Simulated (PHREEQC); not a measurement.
Consider water at 50 °C with 12 mmol/kgw ZnCl2 and 6.9 mmol/kgw NaBr. Closed to the air; pH follows from the charge balance.

Equilibrium calculation in PHREEQC: ion-association model, wateq4f.dat.

Each row changes one thing in this solution. This is a speciation only: nothing precipitates in the calculation.

```tsv
case	pH	ionic strength (mol/kgw)
as made	5.21	0.0410
NaBr from 0.0069 to 0.00069 mol/kgw	5.20	0.0347
ZnCl2 replaced by (CH3)4NCl at the same molality	6.63	0.0189
ZnCl2 from 0.012 to 0.018 mol/kgw	5.14	0.0571
0.00024 mol/kgw NaCl added	5.21	0.0412
ZnCl2 from 0.012 to 0.024 mol/kgw	5.09	0.0727
ZnCl2 left out	6.63	0.00690
ZnCl2 from 0.012 to 0.0108 mol/kgw	5.23	[?]
ZnCl2 replaced by NiCl2 at the same molality	5.70	[?]
```

Problem. Some entries are withheld; supply them.

Solution. 
- ZnCl2 from 0.012 to 0.0108 mol/kgw, ionic strength (mol/kgw): 0.0377
- ZnCl2 replaced by NiCl2 at the same molality, ionic strength (mol/kgw): 0.0420

Away from 25 °C the constants follow the database's enthalpies or fits; those with neither stay at their 25 °C values.
